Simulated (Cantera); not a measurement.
Input: 1 mol SiHCl3, 420 mol H2, 0.06 mol C2H4, held at 1098 K and 7.13 Torr.

Cantera equilibrium calculation (NASA polynomials, part measured and part estimated; ideal gas, pure solids and liquids). Candidate condensed phases: C, C6H6, C7H8, C8H18, Si, SiC; 109 gas species. Mutual solubility and eutectic melting of coexisting phases are not modelled. The numbers say what is thermodynamically allowed, not how fast it happens.

Task: What is the equilibrium state?

Result: 
```
Item                                       Result
--------------------------------------  ---------
x(H2)                                       0.993
x(HCl)                                    0.00684
x(SiCl2)                                  9.57e-5
x(SiHCl3)                                 1.02e-5
x(SiCl3)                                  5.72e-6
x(SiCl4)                                  4.81e-6
x(SiH2Cl2)                                2.57e-6
n(Si(s))                                0.830 mol
n(SiC(s))                               0.120 mol
gas amount                              422.1 mol
log10 activity of C(graphite) (absent)      -3.07
```
